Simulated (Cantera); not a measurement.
A Cantera script and what it prints.

```python
import numpy as np
import cantera as ct

gas_names = """
    Br Br2 H HBr HO2 H2 H2O H2O2 O OH O2 O3
""".split()
cond_names = """
    Br2(cr) Br2(L) H2O(s) H2O(L)
""".split()


# ... load() reads the species with a 1 bar reference pressure and builds the phases ...
atoms = {
    'HBr': {'H': 1, 'Br': 1},
    'O2': {'O': 2},
}
top_T = {}  # K; cautious upper limits of use, not melting points


# ... equilibrate(T, P, feed) seeds the gas with the atoms and calls Mixture.equilibrate('TP', solver="vcs", rtol=1e-11, max_steps=5000) ...
results = []
feed = {'HBr': 1, 'O2': 1.3}  # mol
T = 1123  # K
for P in [10, 65, 420, 2700, 17000, 110000, 720000, 4700000, 30000000]:
    mix = equilibrate(T, P, feed)
    results.append((T, P, feed, dict(zip(mix.species_names, mix.species_moles))))
    x = sorted(zip(gas.X, gas.species_names), reverse=True)
    print(f"T = {T:g} K  P = {P:g} Pa  gas = {mix.phase_moles(0):.4g} mol")
    print("   x: " + "  ".join(f"{s} {v:.3e}" for v, s in x if v > 1e-05))
    print("   condensed (mol): " + ("  ".join(f"{mix.phase(i).name} {mix.phase_moles(i):.4g}"
          for i in range(1, mix.n_phases) if mix.phase_moles(i) > 1e-12) or "none"))
```

It prints:

```
T = 1123 K  P = 10 Pa  gas = 2.472 mol
   x: O2 4.321e-01  Br 3.265e-01  H2O 1.877e-01  HBr 2.924e-02  Br2 2.442e-02  OH 1.606e-05
   condensed (mol): none
T = 1123 K  P = 65 Pa  gas = 2.342 mol
   x: O2 4.567e-01  Br 2.325e-01  H2O 1.967e-01  Br2 8.047e-02  HBr 3.356e-02  OH 1.044e-05
   condensed (mol): none
T = 1123 K  P = 420 Pa  gas = 2.204 mol
   x: O2 4.838e-01  H2O 2.122e-01  Br2 1.498e-01  Br 1.248e-01  HBr 2.940e-02
   condensed (mol): none
T = 1123 K  P = 2700 Pa  gas = 2.121 mol
   x: O2 5.004e-01  H2O 2.249e-01  Br2 1.967e-01  Br 5.640e-02  HBr 2.160e-02
   condensed (mol): none
T = 1123 K  P = 17000 Pa  gas = 2.082 mol
   x: O2 5.079e-01  H2O 2.328e-01  Br2 2.209e-01  Br 2.382e-02  HBr 1.465e-02
   condensed (mol): none
T = 1123 K  P = 110000 Pa  gas = 2.065 mol
   x: O2 5.109e-01  H2O 2.374e-01  Br2 2.326e-01  Br 9.609e-03  HBr 9.504e-03
   condensed (mol): none
T = 1123 K  P = 720000 Pa  gas = 2.057 mol
   x: O2 5.120e-01  H2O 2.400e-01  Br2 2.381e-01  HBr 6.043e-03  Br 3.801e-03
   condensed (mol): none
T = 1123 K  P = 4.7e+06 Pa  gas = 2.053 mol
   x: O2 5.123e-01  H2O 2.416e-01  Br2 2.408e-01  HBr 3.813e-03  Br 1.496e-03
   condensed (mol): none
T = 1123 K  P = 3e+07 Pa  gas = 2.052 mol
   x: O2 5.123e-01  H2O 2.425e-01  Br2 2.422e-01  HBr 2.410e-03  Br 5.937e-04
   condensed (mol): none
```

Cantera equilibrium calculation (NASA polynomials, part measured and part estimated; ideal gas, pure solids and liquids). The ideal-gas law is rough above about 30 bar.
